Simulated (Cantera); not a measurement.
SiH₄ + HCl + H₂ (silicon epitaxy and polysilicon growth)

Feed: 1 mol SiH₄, 0.25 mol HCl, 160 mol H₂, held at 16.5 Torr.

These are equilibrium values from Cantera (NASA tables, ideal gas, pure condensed phases), not measurements of a reactor. Candidate condensed phases: Si; 19 gas species. Gases not in the tables: Si₂H₆ and higher silanes. The numbers say what is thermodynamically allowed, not how fast it happens.

From 1398 K to 1648 K the condensed part is Si(s). From 1698 K to 1748 K the condensed part is Si(l). The main Si-bearing gas is SiCl₂ at 1398 K and Si at 1748 K.

| T (K) | x H₂ | x H | x HCl | x Si | x SiH₂ | n Si(s) | n Si(l) |
|---|---|---|---|---|---|---|---|
| 1398 | 0.998 | 3.19e-5 | 0.00153 | 3.54e-8 | 3.65e-7 | 0.999 | 0 |
| 1448 | 0.998 | 6.21e-5 | 0.00153 | 1.33e-7 | 7.47e-7 | 0.999 | 0 |
| 1498 | 0.998 | 0.000116 | 0.00153 | 4.56e-7 | 1.46e-6 | 0.998 | 0 |
| 1548 | 0.998 | 0.000207 | 0.00152 | 1.44e-6 | 2.72e-6 | 0.998 | 0 |
| 1598 | 0.998 | 0.000359 | 0.00152 | 4.25e-6 | 4.88e-6 | 0.997 | 0 |
| 1648 | 0.998 | 0.000600 | 0.00152 | 1.17e-5 | 8.46e-6 | 0.995 | 0 |
| 1698 | 0.997 | 0.000974 | 0.00152 | 2.99e-5 | 1.39e-5 | 0 | 0.990 |
| 1748 | 0.997 | 0.00154 | 0.00152 | 6.62e-5 | 2.05e-5 | 0 | 0.982 |
x: gas mole fraction; n: condensed amount in mol.
